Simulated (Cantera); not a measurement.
A Cantera script and its output.

```python
import numpy as np
import cantera as ct

gas = ct.Solution("h2o2.yaml")
gas.TPX = 1123, 3300, {'H2': 0.0085, 'O2': 1}
reactor = ct.IdealGasConstPressureReactor(gas, energy="off", clone=False)
net = ct.ReactorNet([reactor])
net.rtol, net.atol = 1e-08, 1e-18
show = ['H2', 'O2', 'H2O', 'H', 'OH', 'H2O2']
times = np.geomspace(0.0005, 40, 9)

steps = ct.SolutionArray(gas, extra=["t"])
rows = []
print(f"{'t/s':>10s}{'T/K':>9s}{'P/Pa':>11s}" + "".join(f"{s:>11s}" for s in show))
for t in times:
    while net.time < t:
        t_next = net.step()
        steps.append(gas.state, t=t_next)
    rows.append([np.interp(t, steps.t, y) for y in (steps.T, steps.P, *steps(*show).X.T)])
    print(f"{t:10.3e}{rows[-1][0]:9.1f}{rows[-1][1]:11.4g}" + "".join(f"{x:11.3e}" for x in rows[-1][2:]))
rate = np.gradient(steps.T, steps.t)
print("integrator steps:", len(steps.t))
if steps.T.max() > steps.T[0] + 200:
    print(f"time of steepest temperature rise: {steps.t[rate.argmax()]:.4e} s")
gas.TPX = 1123, 3300, {'H2': 0.0085, 'O2': 1}
gas.equilibrate("TP")
print(f"equilibrium (TP): T = {gas.T:.1f} K  " + "  ".join(f"{s} {gas[s].X[0]:.3e}" for s in show))
```

Output:

```
       t/s      T/K       P/Pa         H2         O2        H2O          H         OH       H2O2
 5.000e-04   1123.0       3300  8.428e-03  9.916e-01  3.450e-09  6.376e-10  3.307e-09  4.187e-13
 2.050e-03   1123.0       3300  8.427e-03  9.916e-01  9.580e-07  9.327e-08  5.476e-07  1.000e-11
 8.409e-03   1123.0       3300  9.501e-05  9.854e-01  7.862e-03  3.512e-04  6.047e-04  6.709e-08
 3.448e-02   1123.0       3300  1.345e-05  9.889e-01  8.245e-03  7.683e-05  3.088e-04  3.821e-08
 1.414e-01   1123.0       3300  2.160e-06  9.911e-01  8.394e-03  5.168e-06  1.260e-04  2.737e-08
 5.800e-01   1123.0       3300  1.893e-07  9.915e-01  8.444e-03  1.464e-07  3.862e-05  9.907e-09
 2.378e+00   1123.0       3300  1.748e-08  9.915e-01  8.458e-03  4.455e-09  1.210e-05  1.843e-09
 9.754e+00   1123.0       3300  2.281e-09  9.915e-01  8.462e-03  2.230e-10  4.462e-06  3.118e-10
 4.000e+01   1123.0       3300  4.112e-10  9.915e-01  8.463e-03  1.770e-11  1.916e-06  6.242e-11
integrator steps: 1770
equilibrium (TP): T = 1123.0 K  H2 1.083e-10  O2 9.915e-01  H2O 8.464e-03  H 2.456e-12  OH 9.878e-07  H2O2 1.757e-11
```

Detailed kinetics in Cantera: the H2/O2 subset of GRI-Mech 3.0, which has no nitrogen chemistry. Radical loss at walls, strong at low pressure, is not modelled.
